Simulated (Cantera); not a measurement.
# Thermodynamics of silicon etching in halogen gases, feed Si + HBr

A closed system holds: 1 mol Si, 1.7 mol HBr, held at 0.00975 Torr.

Method: chemical equilibrium by Gibbs-energy minimisation in Cantera with the NASA 1993 tables (ideal gas, pure condensed phases). Candidate condensed phases: Br2, Si; 19 gas species. The tables' values for SiBr3, SiBr are old estimates; treat these amounts as uncertain. Rates play no part.

| T (K) | log p H2 | log p SiBr2 | log p SiBr4 | log p HBr | log p Br | log p SiBr3 | log p SiHBr3 | n Si(s) |
|---|---|---|---|---|---|---|---|---|
| 623 | -5.06 | -10.24 | -5.37 | -7.33 | -14.98 | -10.01 | -7.73 | 0.576 |
| 698 | -5.07 | -8.86 | -5.37 | -6.74 | -13.04 | -9.04 | -7.68 | 0.579 |
| 773 | -5.08 | -7.76 | -5.38 | -6.27 | -11.47 | -8.26 | -7.66 | 0.587 |
| 848 | -5.11 | -6.88 | -5.42 | -5.91 | -10.19 | -7.64 | -7.66 | 0.598 |
| 923 | -5.16 | -6.17 | -5.52 | -5.64 | -9.13 | -7.18 | -7.74 | 0.598 |
| 998 | -5.25 | -5.66 | -5.78 | -5.47 | -8.28 | -6.92 | -7.96 | 0.543 |
| 1073 | -5.32 | -5.42 | -6.39 | -5.42 | -7.64 | -6.98 | -8.43 | 0.450 |
| 1148 | -5.33 | -5.35 | -7.21 | -5.43 | -7.15 | -7.26 | -9.03 | 0.408 |
| 1223 | -5.33 | -5.34 | -8.02 | -5.45 | -6.75 | -7.57 | -9.62 | 0.397 |
log p: log10 of the partial pressure in bar; n: condensed amount in mol.

From 623 K to 1223 K the condensed part is Si(s). The main Si-bearing gas is SiBr4 at 623 K and SiBr2 at 1223 K.
